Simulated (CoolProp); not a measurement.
R1224YDZ at several states: fugacity coefficient from the reference equation and from simpler models built on Tc = 428.7 K, pc = 33.34 bar, ω = 0.325; each cubic takes its own stable root.

Model: reference Helmholtz-energy equation of state, Akasaka 2023, in CoolProp.

```
T (K)  p (bar)   phase  reference  Redlich-Kwong  Soave-Redlich-Kwong
-----  -------  ------  ---------  -------------  -------------------
167      0.173  liquid  0.0006102       0.006328            0.0007414
181.6      143  liquid   1.165e-5      0.0001026             1.483e-5
219.1      176  liquid  0.0003469       0.001640            0.0004002
439.4    0.329     gas     0.9969         0.9969               0.9969
```
